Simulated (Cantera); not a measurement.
Charge: 1 mol CF4, 0.7 mol F2, at 0.000190 bar.

Cantera equilibrium calculation (NASA polynomials, part measured and part estimated; ideal gas, pure solids and liquids). Candidate condensed phases: C; 13 gas species. Gases not in the tables: C2F6 and larger saturated fluorocarbons. The numbers say what is thermodynamically allowed, not how fast it happens. All values below are at 1925 K.

Base state: F 0.619, CF4 0.337, CF2 0.0412, CF3 0.00264, CF 5.47e-5 (mole fractions); condensed: gas only.

Task: What changes in the equilibrium state with this change: F2 from 0.7 to 2.8 mol?

Result: 
| species | before | after |
|---|---|---|
| F | 0.619 | 0.851 |
| CF4 | 0.337 | 0.139 |
| CF2 | 0.0412 | 0.00896 |
| CF | 5.47e-5 | 8.65e-6 |
| CF3 | 0.00264 | 0.000791 |

Task: What changes in the equilibrium state with this change: F2 from 0.7 to 0.21 mol?

Result: 
| species | before | after |
|---|---|---|
| F | 0.619 | 0.446 |
| CF4 | 0.337 | 0.444 |
| CF2 | 0.0412 | 0.104 |
| CF | 5.47e-5 | 0.000192 |
| CF3 | 0.00264 | 0.00483 |
